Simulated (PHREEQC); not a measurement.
Solution (25 °C): 4.9 mol LiBr and 0.96 mol BaCl2 per kg of water. Closed to the air; pH follows from the charge balance.

The numbers come from PHREEQC with the Pitzer model, pitzer.dat.

No solid was allowed to form.

Problem. What activity of water does the model give?

Solution. activity of water 0.653.

Species that the database lacks are ignored.
